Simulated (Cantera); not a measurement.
**Silicon etching in halogen gases: Si + F2 + H2**

Charge: 1 mol Si, 3.5 mol F2, a varied amount of H2, held at 550 °C and 1.00 Torr.

These are equilibrium values from Cantera (NASA tables, ideal gas, pure condensed phases), not measurements of a reactor. Candidate condensed phases: Si; 25 gas species. The numbers say what is thermodynamically allowed, not how fast it happens.

| n(H2) (mol) | x H2 | x HF | x SiF4 | x F2 | x F |
|---|---|---|---|---|---|
| 0.43 | <1e-12 | 0.270 | 0.314 | 0.254 | 0.162 |
| 0.69 | <1e-12 | 0.404 | 0.293 | 0.171 | 0.133 |
| 1.1 | <1e-12 | 0.586 | 0.266 | 0.0654 | 0.0823 |
| 1.8 | 0.0698 | 0.698 | 0.233 | <1e-12 | <1e-12 |
| 3 | 0.273 | 0.545 | 0.182 | <1e-12 | <1e-12 |
| 4.8 | 0.452 | 0.411 | 0.137 | <1e-12 | <1e-12 |
| 7.8 | 0.612 | 0.291 | 0.0971 | <1e-12 | <1e-12 |
| 13 | 0.742 | 0.194 | 0.0645 | <1e-12 | <1e-12 |
| 21 | 0.830 | 0.128 | 0.0426 | <1e-12 | <1e-12 |
| 34 | 0.890 | 0.0822 | 0.0274 | <1e-12 | <1e-12 |
| 55 | 0.930 | 0.0522 | 0.0174 | <1e-12 | <1e-12 |
| 89 | 0.956 | 0.0328 | 0.0109 | <1e-12 | <1e-12 |
x: gas mole fraction; nothing condenses.

From 0.43 mol H2 to 89 mol H2 nothing is condensed. The main Si-bearing gas is SiF4 throughout.
